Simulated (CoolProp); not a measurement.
Vapour-liquid equilibrium of carbon dioxide (1) + R143a (2) at 667 kPa; x and y are mole fractions of (1).

Computed with CoolProp (multi-fluid Helmholtz-energy mixture model, Span 1996 and Lemmon and Jacobsen 2000; pair parameters Bell 2016).

Problem. Give the bubble temperature and the first vapour's composition at x = 0.2, 0.35, 0.95. Is there an azeotrope?

Solution. x = 0.2: 255.2 K, y = 0.563; x = 0.35: 243.5 K, y = 0.766; x = 0.95: 223.6 K, y = 0.988. No azeotrope shows between x = 0.05 and 0.95.

The pair parameters rest on a limited set of measurements; away from them the model extrapolates. The gap from Raoult's law changes sign with composition, which may be real or a fault of the pair parameters; it wasn't checked against measurements.
